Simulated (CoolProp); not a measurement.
n-undecane along the isotherm 272.85 °C: fugacity coefficient from the reference equation and from simpler models built on Tc = 365.7 °C, pc = 1.990 MPa, ω = 0.539; each cubic takes its own stable root.

Values from CoolProp's reference Helmholtz-energy equation of state, Aleksandrov 2011. It is a short technical equation, of lower accuracy than the large ones.

| p (MPa) | phase | reference |
|---|---|---|
| 0.0629 | gas | 0.9781 |
| 0.129 | gas | 0.9552 |
| 0.265 | gas | 0.9082 |
| 0.545 | liquid | 0.7516 |
| 1.12 | liquid | 0.3799 |
| 2.3 | liquid | 0.1998 |
| 4.72 | liquid | 0.1138 |
| 9.69 | liquid | 0.07561 |
| 19.9 | liquid | 0.06798 |

### Question
How far does each simpler model (van der Waals, Peng-Robinson) lie from the reference over these 9 states: mean and median of the absolute difference, and the worst?

### Answer
- van der Waals: mean 89.4 %, median 89.4 %, worst +291.0 % at 272.85 °C and 19.9 MPa
- Peng-Robinson: mean 3.5 %, median 3.9 %, worst +6.9 % at 272.85 °C and 19.9 MPa

At some of these states van der Waals gives the other phase, because its saturation line lies elsewhere.
